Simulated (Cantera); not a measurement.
Ammonia decomposition in nitride growth gas

An isothermal, constant-pressure homogeneous reactor starts with NH3 : H2 = 2.7 : 4.7 (molar parts), at 2150 K and 158 Torr.

Model: the gas-phase N/H chemistry of the illustrative SiF4/NH3 mechanism in the Surface Chemkin manual (1991), integrated in Cantera. Walls and surfaces, which speed up NH3 decomposition in real reactors, are not modelled.

```
t (s)       x NH3   x H2       x H    x N2H4     x NH2      x N2
--------  -------  -----  --------  --------  --------  --------
0.000200    0.364  0.635  0.000484   2.23e-8  0.000843   6.98e-5
0.000478    0.361  0.636  0.000704   4.64e-8   0.00122  0.000802
0.00114     0.354  0.640  0.000732   4.77e-8   0.00123   0.00325
0.00274     0.339  0.650  0.000754   4.49e-8   0.00120   0.00893
0.00654     0.305  0.672  0.000806   3.90e-8   0.00112    0.0213
0.0156      0.240  0.713  0.000927   2.83e-8  0.000950    0.0453
0.0374      0.140  0.776   0.00121   1.39e-8  0.000665    0.0819
0.0895     0.0427  0.837   0.00195   2.88e-9  0.000303     0.118
0.214     0.00150  0.860   0.00619  3.39e-11   3.30e-5     0.133
0.512     5.90e-5  0.858   0.00857    <1e-12   1.80e-6     0.133
1.22      1.65e-5  0.858   0.00858    <1e-12   5.02e-7     0.133
2.93      6.08e-6  0.858   0.00858    <1e-12   1.86e-7     0.133
7.00      2.53e-6  0.858   0.00858    <1e-12   7.71e-8     0.133
```
x: mole fraction; the columns are a selection and need not sum to one.

Equilibrium at this temperature and pressure: NH3 9.70e-7, H2 0.858, H 0.00858, N2H4 <1e-12, NH2 2.96e-8, N2 0.133 (gas phase only).
